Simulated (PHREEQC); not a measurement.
Make-up at 25 °C: 0.2 mol SrCl2 and 0.00018 mol CO2 per kg of water. Closed to the air; pH follows from the charge balance.

The numbers come from PHREEQC with the ion-association model, phreeqc.dat.

Precipitation was switched off in this run.

Problem. What pH does the model give?

Solution. pH 4.89.

Problem. In which forms is C present?

Solution. CO2 91 %, HCO3- 5.3 %, SrHCO3+ 4.0 % of the C.
